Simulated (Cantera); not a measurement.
Feed: 1 mol PbO, 0.021 mol O2, 1 mol H2, 0.12 mol CO, at 773.15 K and 0.0133 bar.

Method: chemical equilibrium by Gibbs-energy minimisation in Cantera with the NASA 1993 tables (ideal gas, pure condensed phases). Kinetics and transport are ignored.

| species | before | after |
|---|---|---|
| CO2 | 0.105 | 0.335 |
| CO | 0.00170 | 0.322 |
| H2 | 0.0679 | 0.283 |
| H2O | 0.825 | 0.0576 |
| CH4 | 1.15e-8 | 0.00226 |
| Pb(l), mol | 1.000 | 1.000 |
| C(graphite), mol | 0 | 0.0899 |
Gas species are given as mole fractions.

Q: Which change was made?
(A) temperature from 773.15 K to 998 K
(B) temperature from 773.15 K to 1548.15 K
(C) CO from 0.12 to 2 mol
(D) temperature from 773.15 K to 998.15 K

A: C, CO from 0.12 to 2 mol
